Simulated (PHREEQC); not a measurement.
Make-up at 9.7 °C: 0.0016 mol/kgw KH2PO4, 0.2 mol/kgw NaOH and 3.8e-07 mol/kgw H4SiO4. Closed to the air; pH follows from the charge balance.

Equilibrium calculation in PHREEQC: ion-association model, wateq4f.dat.

| quantity | before | after |
|---|---|---|
| pH | 13.69 | 11.56 |
| ionic strength (mol/kgw) | 0.206 | 0.205 |
| HPO4-2 (mol/kgw) | 2.19e-5 | 0.000428 |
| NaHPO4- (mol/kgw) | 2.58e-6 | 4.16e-5 |
| H2SiO4-2 (mol/kgw) | 2.74e-7 | 2.02e-7 |
| H3SiO4- (mol/kgw) | 1.06e-7 | 1.77e-7 |
| SI of Quartz (SiO2) | -6.50 | -6.11 |

Question: Name the change that produced these shifts.
(A) H4SiO4 from 3.8e-07 to 3.8e-08 mol/kgw
(B) temperature from 9.7 to 90 °C
(C) diluted 5-fold with water
(D) 0.036 mol/kgw H2SO4 added
(E) KH2PO4 replaced by (NH4)2HPO4 at the same molality

Answer: B, temperature from 9.7 to 90 °C

Precipitation was switched off in this run. H3PO4, which wateq4f.dat lacks, is added to it with the constant of phreeqc.dat. Constants without temperature data keep their 25 °C values here.
